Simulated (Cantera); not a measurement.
**Equilibrium for chemical vapour transport: Si + H2O + H2 + Br2**

Charge: 1 mol Si, 1.7 mol H2O, 0.045 mol H2, a varied amount of Br2, equilibrated at 1648.15 K and 16.0 mbar.

Cantera equilibrium calculation (NASA polynomials, part measured and part estimated; ideal gas, pure solids and liquids). Candidate condensed phases: Br2, H2O, Si, SiO2; 28 gas species. The tables' values for SiBr3, SiBr are old estimates; treat these amounts as uncertain. The tables hold silica as quartz up to 1696 K and as liquid above; real silica turns to tridymite and cristobalite and melts near 1996 K. Rates play no part.

```tsv
n(Br2) (mol)	x H2	x HBr	x SiO	x Br	x SiBr2	x SiBr3	x SiBr4	n SiO2(β-quartz)
0.085	0.785	0.0717	0.136	0.00344	0.00242	6.33e-6	1.97e-7	0.705
0.13	0.755	0.105	0.129	0.00516	0.00487	1.91e-5	8.93e-7	0.711
0.2	0.711	0.154	0.117	0.00779	0.00913	5.41e-5	3.82e-6	0.720
0.31	0.646	0.226	0.0992	0.0120	0.0155	0.000141	1.53e-5	0.736
0.47	0.557	0.323	0.0779	0.0184	0.0225	0.000315	5.24e-5	0.755
0.73	0.427	0.459	0.0540	0.0299	0.0286	0.000651	0.000177	0.778
1.1	0.272	0.611	0.0338	0.0498	0.0311	0.00118	0.000531	0.799
1.7	0.0991	0.750	0.0159	0.101	0.0286	0.00220	0.00202	0.821
```
x: gas mole fraction; n: condensed amount in mol.

From 0.085 mol Br2 to 1.7 mol Br2 the condensed part is SiO2(β-quartz). The main Si-bearing gas is SiO at 0.085 mol Br2 and SiBr2 at 1.7 mol Br2. The share of Si in condensed phases is highest at 1.7 mol Br2 (82.1 %) and lowest at 0.085 mol Br2 (70.5 %).
